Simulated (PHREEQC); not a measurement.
Dissolve 0.011 mol Ag2SO4 and 0.19 mol Cu(NO3)2 per kg of water at 54 °C. Closed to the air; pH follows from the charge balance.

Computed with PHREEQC (ion-association model, wateq4f.dat).

No solid was allowed to form.

Question: Order these S species by the share of S that they hold, largest first: AgSO4-, HSO4-, SO4-2, CuSO4.

Answer: CuSO4 (59 %), SO4-2 (37 %), AgSO4- (3.3 %), HSO4- (0.34 %)

The pH is 3.78 and the ionic strength 0.575 mol/kgw. Complexes and solids missing from the database can't appear. Away from 25 °C the constants follow the database's enthalpies or fits; those with neither stay at their 25 °C values.
